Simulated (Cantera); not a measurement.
An isothermal, constant-pressure homogeneous reactor starts with NH3 : N2 = 1 : 0.13 (molar parts), at 1800 K and 0.0170 bar. Integrator tolerance rtol = 1e-08.

Computed with Cantera and the gas-phase N/H chemistry of the illustrative SiF4/NH3 mechanism in the Surface Chemkin manual (1991). Walls and surfaces, which speed up NH3 decomposition in real reactors, are not modelled.

Problem. What does this change do: temperature 1800 to 1425 K?

Solution. 
```csv
quantity,before,after
x(NH3) at 3.00 s,0.551 (gas-phase equilibrium 1.57e-7),0.884 (gas-phase equilibrium 4.22e-7)
x(H) at 3.00 s,7.85e-5 (gas-phase equilibrium 0.00232),2.33e-8 (gas-phase equilibrium 4.42e-5)
x(NH) at 3.00 s,5.29e-6 (gas-phase equilibrium 2.19e-10),5.60e-8 (gas-phase equilibrium <1e-12)
x(NH2) at 3.00 s,0.000434 (gas-phase equilibrium 1.39e-9),3.93e-5 (gas-phase equilibrium 5.48e-11)
x(N2H4) at 3.00 s,9.08e-9 (gas-phase equilibrium <1e-12),9.36e-9 (gas-phase equilibrium <1e-12)
x(N2) at 3.00 s,0.183 (gas-phase equilibrium 0.295),0.115 (gas-phase equilibrium 0.296)
x(N) at 3.00 s,2.63e-7 (gas-phase equilibrium 1.52e-10),4.50e-11 (gas-phase equilibrium <1e-12)
```
